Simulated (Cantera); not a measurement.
Feed: 1 mol Si, a varied amount of CO₂, 68 mol H₂, held at 1675 °C and 13.3 mbar.

Equilibrium computed with Cantera from the NASA thermochemical tables; the gas is ideal and each condensed phase is pure. Candidate condensed phases: C, C₆H₆, C₇H₈, C₈H₁₈, H₂O, Si, SiC, SiO₂; 123 gas species. Mutual solubility and eutectic melting of coexisting phases are not modelled. Gases not in the tables: Si₂H₆ and higher silanes. The numbers say what is thermodynamically allowed, not how fast it happens.

x: gas mole fraction; n: condensed amount in mol.

```
n(CO₂) (mol)   x H₂      x CO    x SiO      x H    x H₂O      x Si  n Si(l)  n SiC(s)
------------  -----  --------  -------  -------  -------  --------  -------  --------
0.068         0.986  0.000392  0.00159  0.00972  1.66e-8   0.00174    0.709    0.0383
0.2           0.982   0.00115  0.00466  0.00970  4.84e-8   0.00174    0.417     0.118
0.33          0.979         …        …  0.00968        …   0.00174        …     0.197
0.46          0.975         …        …  0.00967        …         …        0     0.210
0.59          0.972   0.00619   0.0108  0.00965  1.69e-7   0.00114        0     0.157
0.72          0.969   0.00888   0.0117  0.00963  2.11e-7  0.000994        0    0.0978
0.85          0.965    0.0116   0.0127  0.00961  2.49e-7  0.000904        0    0.0364
0.97          0.962    0.0138   0.0138  0.00960  6.59e-7  0.000371        0         0
1.1           0.959    0.0156   0.0142  0.00958  0.00141   1.78e-7        0         0
1.2           0.956    0.0170   0.0142  0.00957  0.00282   8.85e-8        0         0
1.4           0.951    0.0198   0.0141  0.00954  0.00562   4.40e-8        0         0
```

Q: Complete the blanks.

A: 
- 0.33, x CO: 0.00189
- 0.33, x SiO: 0.00766
- 0.33, x H₂O: 7.93e-8
- 0.33, n Si(l): 0.129
- 0.46, x CO: 0.00357
- 0.46, x SiO: 0.00969
- 0.46, x H₂O: 1.22e-7
- 0.46, x Si: 0.00142
